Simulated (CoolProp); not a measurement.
Vapour pressure (MPa) of CH3F (R41): the reference equation beside estimates from Tc = 317.3 K, pc = 5.906 MPa, ω = 0.200.

Computed with CoolProp (reference Helmholtz-energy equation of state, Lemmon 2006). It is a short technical equation, of lower accuracy than the large ones.

| T (K) | reference | Lee-Kesler | van der Waals | Redlich-Kwong | Soave-Redlich-Kwong |
|---|---|---|---|---|---|
| 249.9 | 1.026 | 1.042 | 2.106 | 1.299 | 1.047 |
| 255 | 1.206 | 1.225 | 2.313 | 1.501 | 1.232 |
| 260.2 | 1.412 | 1.435 | 2.537 | 1.728 | 1.446 |
| 265.3 | 1.639 | 1.666 | 2.769 | 1.973 | 1.680 |
| 270.4 | 1.892 | 1.922 | 3.015 | 2.241 | 1.942 |
| 275.5 | 2.174 | 2.206 | 3.273 | 2.531 | 2.232 |
| 280.7 | 2.492 | 2.527 | 3.550 | 2.853 | 2.558 |
| 285.8 | 2.837 | 2.873 | 3.835 | 3.194 | 2.911 |
| 290.9 | 3.218 | 3.255 | 4.135 | 3.561 | 3.297 |
| 296.1 | 3.645 | 3.682 | 4.454 | 3.963 | 3.728 |
| 301.2 | 4.107 | 4.143 | 4.781 | 4.385 | 4.188 |
| 306.3 | 4.616 | 4.648 | 5.122 | 4.836 | 4.688 |

Absolute difference from the reference over all 12 rows, mean and median: Lee-Kesler 1.3 and 1.4 %, van der Waals 50.9 and 46.5 %, Redlich-Kwong 15.6 and 15.5 %, Soave-Redlich-Kwong 2.3 and 2.4 %.
